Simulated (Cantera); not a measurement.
A perfectly stirred reactor is fed with CH₄ : N₂ = 1 : 33 (molar parts), at 0.210 bar; it is held at 1725 K, and followed from long to short residence time.

Computed with Cantera and GRI-Mech 3.0 (53 species, 325 reactions). GRI-Mech 3.0 stops at C3 and has no aromatics, soot or wall deposition, so with more carbon than oxygen in the feed, carbon stays in small species such as C2H2 where larger ones or solid carbon would form.

What does this change do: temperature 1725 to 1425 K?


```
quantity                 before     after
----------------------  -------  --------
x(CH₄) at τ = 0.350 s   0.00527    0.0285
x(C₂H) at τ = 0.350 s   1.20e-7  2.12e-11
x(H₂) at τ = 0.350 s     0.0349   0.00104
x(C₂H₆) at τ = 0.350 s  2.51e-6   3.94e-5
x(CH₂) at τ = 0.350 s   2.68e-7   1.96e-9
x(CH₄) at τ = 14.0 ms    0.0205    0.0294
x(C₂H) at τ = 14.0 ms   3.32e-8    <1e-12
x(H₂) at τ = 14.0 ms     0.0117   6.58e-6
x(C₂H₆) at τ = 14.0 ms  2.64e-5   1.04e-6
x(CH₂) at τ = 14.0 ms   5.52e-7  9.34e-11
```

What does this change do: temperature 1725 to 1398 K?


| quantity | before | after |
|---|---|---|
| x(CH₄) at τ = 0.350 s | 0.00527 | 0.0290 |
| x(C₂H) at τ = 0.350 s | 1.20e-7 | 3.92e-12 |
| x(H₂) at τ = 0.350 s | 0.0349 | 0.000416 |
| x(C₂H₆) at τ = 0.350 s | 2.51e-6 | 3.07e-5 |
| x(CH₂) at τ = 0.350 s | 2.68e-7 | 8.00e-10 |
| x(CH₄) at τ = 14.0 ms | 0.0205 | 0.0294 |
| x(C₂H) at τ = 14.0 ms | 3.32e-8 | <1e-12 |
| x(H₂) at τ = 14.0 ms | 0.0117 | 3.23e-6 |
| x(C₂H₆) at τ = 14.0 ms | 2.64e-5 | 4.64e-7 |
| x(CH₂) at τ = 14.0 ms | 5.52e-7 | 2.83e-11 |

What does this change do: temperature 1725 to 1798 K?


| quantity | before | after |
|---|---|---|
| x(CH₄) at τ = 0.350 s | 0.00527 | 0.00280 |
| x(C₂H) at τ = 0.350 s | 1.20e-7 | 3.41e-7 |
| x(H₂) at τ = 0.350 s | 0.0349 | 0.0385 |
| x(C₂H₆) at τ = 0.350 s | 2.51e-6 | 8.53e-7 |
| x(CH₂) at τ = 0.350 s | 2.68e-7 | 5.35e-7 |
| x(CH₄) at τ = 14.0 ms | 0.0205 | 0.0145 |
| x(C₂H) at τ = 14.0 ms | 3.32e-8 | 1.43e-7 |
| x(H₂) at τ = 14.0 ms | 0.0117 | 0.0205 |
| x(C₂H₆) at τ = 14.0 ms | 2.64e-5 | 1.37e-5 |
| x(CH₂) at τ = 14.0 ms | 5.52e-7 | 1.26e-6 |
